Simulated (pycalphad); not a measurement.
An equivalent pycalphad script:

```python
from pycalphad import Database, equilibrium, calculate, variables as v
import numpy as np
db = Database('COST507.tdb')
comps = ['SI', 'SN', 'VA']
phases = ['BCT_A5', 'DIAMOND_A4', 'LIQUID']
eq = equilibrium(db, comps, phases, {v.X('SN'): 0.0038, v.T: np.arange(1850, 499, -75), v.P: 101325, v.N: 1}, output=['HM', 'SM'])
```

Source of the numbers: pycalphad with the COST 507 light-alloy database (1999); pressure 1 atm. The database dates from 1999; later assessments differ in places, in temperatures and in the compounds included. Amounts are mole fractions of atoms.

Results at three of the temperatures:

```
T = 1250.00 K, P = 101325 Pa, N = 1 mol of atoms
G = -43196 J/mol, H = 23711 J/mol, S = 53.53 J/(mol K)  (SER reference)
chemical potentials (J/mol): Si -42985, Sn -98662
phase             fraction      x(Si)      x(Sn)
DIAMOND_A4          0.9961     1.0000   3.77e-07
LIQUID              0.0039     0.0262     0.9738
```

```
T = 875.00 K, P = 101325 Pa, N = 1 mol of atoms
G = -24815 J/mol, H = 13726 J/mol, S = 44.05 J/(mol K)  (SER reference)
chemical potentials (J/mol): Si -24679, Sn -60400
phase             fraction      x(Si)      x(Sn)
DIAMOND_A4          0.9962     1.0000   4.37e-07
LIQUID              0.0038   0.000907     0.9991
```

```
T = 650.00 K, P = 101325 Pa, N = 1 mol of atoms
G = -15710 J/mol, H = 8067 J/mol, S = 36.58 J/(mol K)  (SER reference)
chemical potentials (J/mol): Si -15618, Sn -39698
phase             fraction      x(Si)      x(Sn)
DIAMOND_A4          0.9962     1.0000   3.42e-07
LIQUID              0.0038   2.26e-05     1.0000
```

Changes of the phase set, refined by bisection:

```tsv
T (K)	phases above	phases below
1685.2	LIQUID	DIAMOND_A4 + LIQUID
505.1	DIAMOND_A4 + LIQUID	BCT_A5 + DIAMOND_A4
```

DIAMOND_A4 is diamond (Si); BCT_A5 is bct (Sn).
